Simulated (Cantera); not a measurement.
Stirred combustor or abatement burner

A perfectly stirred reactor is fed with C3H8 : O2 : N2 = 1 : 6.58 : 24.7 (molar parts), at 5.00 bar; it is adiabatic with a 425 K inlet, and is followed from long to short residence time, starting on the burning branch (τ in s: 0.044, 0.023, 0.012, 0.0059, 0.003, 0.0015, 0.00078, 0.0004, 0.0002, 0.0001, 5.3e-05).

Detailed kinetics in Cantera: GRI-Mech 3.0 (53 species, 325 reactions). GRI-Mech 3.0 was tuned for natural gas; its chemistry of propane as a main component is partial and can be far from experiment.

| τ (s) | T (K) | x C3H8 | x O2 | x HO2 | x CO | x CH2CO | x CH2 | x NO2 |
|---|---|---|---|---|---|---|---|---|
| 0.044 | 2078 | 2.43e-7 | 0.0472 | 2.33e-6 | 0.000688 | 3.75e-7 | 2.68e-8 | 6.67e-7 |
| 0.023 | 2076 | 4.44e-7 | 0.0473 | 2.56e-6 | 0.000860 | 6.90e-7 | 4.97e-8 | 4.73e-7 |
| 0.012 | 2073 | 7.96e-7 | 0.0475 | 2.97e-6 | 0.00115 | 1.25e-6 | 9.07e-8 | 3.60e-7 |
| 0.0059 | 2067 | 1.46e-6 | 0.0477 | 3.76e-6 | 0.00166 | 2.32e-6 | 1.71e-7 | 2.87e-7 |
| 0.0030 | 2058 | 2.53e-6 | 0.0480 | 5.04e-6 | 0.00242 | 4.08e-6 | 3.04e-7 | 2.37e-7 |
| 0.0015 | 2044 | 4.35e-6 | 0.0485 | 7.20e-6 | 0.00359 | 7.12e-6 | 5.34e-7 | 1.91e-7 |
| 0.00078 | 2025 | 7.15e-6 | 0.0493 | 1.04e-5 | 0.00519 | 1.18e-5 | 8.91e-7 | 1.50e-7 |
| 0.00040 | 1999 | 1.18e-5 | 0.0504 | 1.54e-5 | 0.00748 | 1.94e-5 | 1.47e-6 | 1.12e-7 |
| 0.00020 | 1963 | 2.03e-5 | 0.0523 | 2.36e-5 | 0.0108 | 3.24e-5 | 2.45e-6 | 8.11e-8 |
| 0.00010 | 1912 | 3.67e-5 | 0.0551 | 3.70e-5 | 0.0157 | 5.50e-5 | 4.05e-6 | 5.69e-8 |
| 5.3e-5 | 1844 | 7.13e-5 | 0.0597 | 5.95e-5 | 0.0228 | 9.78e-5 | 6.59e-6 | 3.79e-8 |
x: mole fraction; the columns are a selection and need not sum to one.
